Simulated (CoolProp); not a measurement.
Properties of p-xylene along the isobar 3.09 MPa.

Computed with CoolProp (reference Helmholtz-energy equation of state, Zhou 2012).

```csv
T (K),phase,Z,cp (kJ/(kg K)),isothermal compressibility (1/MPa),conductivity (mW/(m K)),fugacity coefficient
474,liquid,0.1200,2.341,0.003869,90.4,0.1344
488.6,liquid,0.1193,2.401,0.004612,88.3,0.1718
503.2,liquid,0.1190,2.465,0.005583,86.4,0.2154
517.8,liquid,0.1191,2.535,0.006895,84.7,0.2651
532.4,liquid,0.1196,2.612,0.008747,83.1,0.3207
547,liquid,0.1208,2.702,0.01153,81.7,0.3819
561.6,liquid,0.1229,2.817,0.01611,80.4,0.4480
576.2,liquid,0.1265,2.982,0.02494,79.2,0.5182
590.8,liquid,0.1332,3.297,0.04816,78.0,0.5911
620,gas,0.5629,3.298,0.7482,54.6,0.6947
```

Thermal conductivity comes from a separate model (Mylona 2014).
